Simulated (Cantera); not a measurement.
Feed: 1 mol SiO2, 0.49 mol CH4, a varied amount of CO, at 727 °C and 0.100 bar.

Cantera equilibrium calculation (NASA polynomials, part measured and part estimated; ideal gas, pure solids and liquids). Candidate condensed phases: C, C6H6, C7H8, C8H18, H2O, Si, SiC, SiO2; 123 gas species. The numbers say what is thermodynamically allowed, not how fast it happens.

log p: log10 of the partial pressure in bar; n: condensed amount in mol.

```csv
n(CO) (mol),log p H2,log p CO,log p CO2,log p H2O,n C(graphite),n SiO2(β-quartz)
0.044,-1.02,-2.38,-5.01,-3.81,0.483,1.00
0.14,-1.06,…,…,…,0.488,1.00
0.24,-1.10,-1.72,-3.69,-3.22,0.492,1.00
0.34,-1.13,…,…,-3.14,0.497,1.00
0.43,-1.16,-1.53,-3.31,-3.10,0.501,1.00
0.53,-1.19,-1.47,-3.19,-3.07,0.506,1.00
0.63,-1.22,-1.43,-3.10,-3.05,0.511,1.00
0.73,-1.24,-1.39,-3.02,-3.04,0.516,1.00
```

Problem. Some entries are withheld; supply them.

Solution. 
- 0.34, log p CO: -1.61
- 0.34, log p CO2: -3.46
- 0.14, log p CO: -1.92
- 0.14, log p CO2: -4.08
- 0.14, log p H2O: -3.38
